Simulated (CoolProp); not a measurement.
Model: reference Helmholtz-energy equation of state, Lemmon 2013, in CoolProp.

Task: Give the vapour pressure (MPa), vapour density (kg/m³), surface tension (mN/m), liquid viscosity (µPa s) of saturated propylene at 284.2 K.

Result: 
```tsv
T (K)	p (MPa)	vapour density (kg/m³)	surface tension (mN/m)	liquid viscosity (µPa s)
284.2	0.801	16.8	8.73	108
```

Viscosity comes from a separate model (Huber 2003), an estimate that may be off by 10 % or more. Surface tension comes from a separate correlation (Mulero 2012).
